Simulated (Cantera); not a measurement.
Feed: 1 mol BN, 5.7 mol H2O, 3.8 mol H2, equilibrated at 1.00 bar.

Equilibrium computed with Cantera from the NASA thermochemical tables; the gas is ideal and each condensed phase is pure. Candidate condensed phases: B, BN, B2O3, B3O3H3, H2O; 39 gas species. Gases not in the tables: H3BO3. The numbers say what is thermodynamically allowed, not how fast it happens.

Which condensed phases are stable at each of these points (T (K)): 1123, 1223, 1323, 1423, 1523, 1623, 1723, 1823, 1923, 2023, 2123?


| T (K) | condensed phases | B condensed (%) |
|---|---|---|
| 1123 | B2O3(l) | 87.2 |
| 1223 | B2O3(l) | 90.6 |
| 1323 | B2O3(l) | 91.2 |
| 1423 | B2O3(l) | 87.9 |
| 1523 | B2O3(l) | 77.5 |
| 1623 | B2O3(l) | 54.9 |
| 1723 | B2O3(l) | 12.0 |
| 1823 | gas only | 0.0 |
| 1923 | gas only | 0.0 |
| 2023 | gas only | 0.0 |
| 2123 | gas only | 0.0 |

From 1123 K to 1723 K the condensed part is B2O3(l). From 1823 K to 2123 K nothing is condensed.
